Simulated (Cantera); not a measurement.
What does this Cantera script print?

```python
import numpy as np
import cantera as ct

gas = ct.Solution("gri30.yaml")
gas.TPX = 1300, 101325, {'N2O': 1, 'O2': 0.17, 'N2': 0.0089}
inlet = ct.Reservoir(gas, clone=True)

reactor = ct.IdealGasConstPressureReactor(gas, energy="off", clone=False)
exhaust = ct.Reservoir(gas, clone=True)
tau = [1.3, 0.55, 0.24, 0.11, 0.047, 0.021, 0.0092, 0.0041, 0.0018, 0.00079, 0.00035][0]
for a, b in ((inlet, reactor), (reactor, exhaust)):
    ct.MassFlowController(a, b, mdot=lambda t: reactor.mass / tau)
net = ct.ReactorNet([reactor])
show = ['N2O', 'O2', 'NO', 'NO2', 'O', 'N2']

rows = []
print(f"{'tau/s':>10s}{'T/K':>9s}" + "".join(f"{s:>11s}" for s in show))
for tau in [1.3, 0.55, 0.24, 0.11, 0.047, 0.021, 0.0092, 0.0041, 0.0018, 0.00079, 0.00035]:
    net.initial_time = 0.0
    net.advance(30 * tau)
    before = gas.X
    net.advance(40 * tau)
    drift = np.max(np.abs(gas.X - before) / (gas.X + 1e-9))
    rows.append([gas.T, *gas[show].X, drift])
    print(f"{tau:10.3e}{gas.T:9.1f}" + "".join(f"{x:11.3e}" for x in gas[show].X))
```

It prints:

```
     tau/s      T/K        N2O         O2         NO        NO2          O         N2
 1.300e+00   1300.0  1.490e-01  3.300e-01  4.794e-02  4.598e-04  3.583e-06  4.727e-01
 5.500e-01   1300.0  2.668e-01  2.950e-01  4.701e-02  4.454e-04  4.636e-06  3.907e-01
 2.400e-01   1300.0  4.184e-01  2.537e-01  3.877e-02  3.622e-04  5.586e-06  2.888e-01
 1.100e-01   1300.0  5.669e-01  2.150e-01  2.707e-02  2.478e-04  6.279e-06  1.908e-01
 4.700e-02   1300.0  6.955e-01  1.823e-01  1.528e-02  1.342e-04  6.762e-06  1.067e-01
 2.100e-02   1300.0  7.712e-01  1.634e-01  7.852e-03  6.353e-05  7.007e-06  5.748e-02
 9.200e-03   1300.0  8.124e-01  1.531e-01  3.690e-03  2.531e-05  7.127e-06  3.077e-02
 4.100e-03   1300.0  8.318e-01  1.483e-01  1.698e-03  8.716e-06  7.175e-06  1.818e-02
 1.800e-03   1300.0  8.410e-01  1.460e-01  7.563e-04  2.454e-06  7.186e-06  1.227e-02
 7.900e-04   1300.0  8.450e-01  1.450e-01  3.332e-04  5.869e-07  7.169e-06  9.629e-03
 3.500e-04   1300.0  8.468e-01  1.446e-01  1.470e-04  1.271e-07  7.116e-06  8.470e-03
```

Cantera simulation using GRI-Mech 3.0 (53 species, 325 reactions); the numbers are that mechanism's predictions, not measurements. GRI-Mech 3.0 was tuned for natural gas; its chemistry of N2O as a main component is partial and can be far from experiment. The mechanism lacks the step 2 NO + O2 → 2 NO2, which can matter for NO2 below about 1400 K. The temperature is held fixed by assumption; the heat of reaction is taken as removed at once.
